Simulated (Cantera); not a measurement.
An adiabatic, constant-volume homogeneous reactor starts with 4.30 % CH4, 19.6 % O2, 73.6 % N2, 2.50 % H2O, equivalence ratio 0.44, at 1623 K and 9.30 bar.

Cantera simulation using GRI-Mech 3.0 (53 species, 325 reactions); the numbers are that mechanism's predictions, not measurements.

**Question.** Predict: time of steepest temperature rise; temperature at 0.200 s; equilibrium temperature; x(O2) at 0.200 s; x(H2O) at 0.200 s; x(N2O) at 0.200 s.

**Answer.** 
```
Quantity                                                             Value
---------------------------------  ---------------------------------------
time of steepest temperature rise                                  52.3 µs
temperature at 0.200 s                                              2607 K
equilibrium temperature                                             2607 K
x(O2) at 0.200 s                     0.0986 (gas-phase equilibrium 0.0986)
x(H2O) at 0.200 s                      0.105 (gas-phase equilibrium 0.105)
x(N2O) at 0.200 s                  3.75e-6 (gas-phase equilibrium 3.75e-6)
```
